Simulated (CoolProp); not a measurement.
A single-stage vapour-compression cycle with isobutene: evaporating at 303.15 K (dew point), condensing at 348.15 K (bubble point), superheat 5 K, subcooling 5 K, compressor efficiency 0.8, no pressure losses. Each further row changes one setting.

Values from CoolProp's reference Helmholtz-energy equation of state, Lemmon 2005. It is a short technical equation, of lower accuracy than the large ones.

```
case                              cooling COP  pressure ratio  discharge temperature (K)  refrigerating effect (kJ/kg)  volumetric capacity (kJ/m³)
--------------------------------  -----------  --------------  -------------------------  ----------------------------  ---------------------------
as stated                                4.42            3.11                      354.3                           261                         2220
evaporating temperature 308.15 K         5.18            2.69                      353.9                           267                         2620
condensing temperature 343.15 K          5.14            2.78                      349.5                           274                         2340
subcooling 10 K                          4.65            3.11                      354.3                           274                         2340
superheat 15 K                           4.50            3.11                      363.9                           278                         2280
compressor efficiency 0.7                3.87            3.11                      358.2                           261                         2220
```
